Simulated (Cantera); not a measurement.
Feed: 1 mol AlCl₃, 0.5 mol N₂, 21 mol H₂, at 1350 °C and 0.0133 bar.

These are equilibrium values from Cantera (NASA tables, ideal gas, pure condensed phases), not measurements of a reactor. Candidate condensed phases: Al, AlCl₃, AlN, NH₄Cl; 20 gas species. The tables' values for AlCl₂ are old estimates; treat these amounts as uncertain. Kinetics and transport are ignored.

Base state: H₂ 0.869, HCl 0.0655, AlCl 0.0295, N₂ 0.0215, AlCl₃ 0.00704, AlCl₂ 0.00639, H 0.000558, Cl 3.31e-5 (mole fractions); condensed: gas only.

What changes in the equilibrium state with this change: temperature from 1350 °C to 1200 °C?


```json
[
 {"species": "H₂", "before": "0.869", "after": "0.895"},
 {"species": "HCl", "before": "0.0655", "after": "0.0500"},
 {"species": "AlCl₃", "before": "0.00704", "after": "0.0198"},
 {"species": "AlCl", "before": "0.0295", "after": "0.0117"},
 {"species": "N₂", "before": "0.0215", "after": "0.0183"},
 {"species": "Cl", "before": "3.31e-5", "after": "4.70e-6"},
 {"species": "H", "before": "0.000558", "after": "0.000104"},
 {"species": "AlCl₂", "before": "0.00639", "after": "0.00519"},
 {"species": "AlN(s), mol", "before": "0", "after": "0.162"}
]
```
